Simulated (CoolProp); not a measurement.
Properties of octamethylcyclotetrasiloxane (D4) along the isotherm 346.85 °C.

Model: reference Helmholtz-energy equation of state, Thol 2015, in CoolProp.

| p (MPa) | phase | Z | fugacity coefficient |
|---|---|---|---|
| 0.00213 | gas | 0.9996 | 0.9996 |
| 0.00359 | gas | 0.9992 | 0.9992 |
| 0.00607 | gas | 0.9987 | 0.9987 |
| 0.0102 | gas | 0.9978 | 0.9979 |
| 0.0173 | gas | 0.9963 | 0.9964 |
| 0.0292 | gas | 0.9938 | 0.9939 |
| 0.0492 | gas | 0.9896 | 0.9897 |
| 0.083 | gas | 0.9823 | 0.9826 |
| 0.14 | gas | [?] | [?] |
| 0.237 | gas | [?] | [?] |
| 0.399 | gas | 0.9113 | [?] |
| 0.674 | gas | [?] | [?] |

### Question
What belongs in the gaps?

### Answer

- 0.14, Z: 0.9700
- 0.14, fugacity coefficient: 0.9707
- 0.237, Z: 0.9485
- 0.237, fugacity coefficient: 0.9506
- 0.399, fugacity coefficient: 0.9173
- 0.674, Z: 0.8438
- 0.674, fugacity coefficient: 0.8618
